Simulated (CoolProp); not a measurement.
A simple Rankine cycle with toluene: condensing at 324.15 K, boiler at 1.03 MPa, turbine inlet 496.6 K, turbine efficiency 0.85, pump efficiency 0.8, no recuperator. Each further row changes one setting.

Computed with CoolProp (reference Helmholtz-energy equation of state, Lemmon 2006). It is a short technical equation, of lower accuracy than the large ones.

```
case                             thermal efficiency (%)  net work (kJ/kg)  heat in (kJ/kg)  turbine exit temperature (K)  volume ratio over the turbine
-------------------------------  ----------------------  ----------------  ---------------  ----------------------------  -----------------------------
as stated                                          21.6               137              634                         396.4                           79.4
turbine inlet 516.6 K                              21.5               145       (withheld)                         418.0                           77.6
condensing temperature 316.15 K                    22.7               147       (withheld)                         389.6                            111
boiler pressure 0.721 MPa                          20.2               131              645                         407.9                     (withheld)
turbine efficiency 0.75                            19.0               121              634                         407.1                           81.5
```

Q: Fill in the missing entries.

A: 
- turbine inlet 516.6 K, heat in (kJ/kg): 675
- condensing temperature 316.15 K, heat in (kJ/kg): 648
- boiler pressure 0.721 MPa, volume ratio over the turbine: 52.8
